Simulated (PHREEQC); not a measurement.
**Leach liquor (model solution)**

A solution holds 150 mmol/kgw H2SO4, 0.12 mmol/kgw Al2(SO4)3 and 0.33 mmol/kgw Fe2(SO4)3, at 38 °C. Closed to the air; pH follows from the charge balance.

Equilibrium calculation in PHREEQC: ion-association model, phreeqc.dat.

This is a speciation only: nothing precipitates in the calculation.

What pH, density, specific conductance does the model give?

pH 0.87; density 1.002 g/cm³; specific conductance 70200 µS/cm.

In which forms is Fe present?

FeSO4+ 48 %, FeHSO4+2 42 %, Fe(SO4)2- 6.1 %, Fe+3 3.4 % of the Fe.

Species that the database lacks are ignored. Constants without temperature data keep their 25 °C values here.
